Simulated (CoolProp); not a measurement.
Vapour-liquid equilibrium of propane (1) + R134a (2) at 268.8 K; x and y are mole fractions of (1).

The numbers come from the multi-fluid Helmholtz-energy mixture model, Lemmon 2009 and Tillner-Roth 1994; pair parameters Bell 2016 in CoolProp.

### Question
Give the bubble pressure and the first vapour's composition at x = 0.05, 0.35, 0.85. Is there an azeotrope?

### Answer
x = 0.05: 0.3274 MPa, y = 0.256; x = 0.35: 0.4949 MPa, y = 0.575; x = 0.85: 0.4952 MPa, y = 0.753. y crosses x between x = 0.55 and 0.65: the model has an azeotrope there.

Pair parameters are fitted to limited data, so mixtures are less certain than the pure fluids. With so large a gap from Raoult's law the liquid may split in two, which this calculation doesn't test in full.
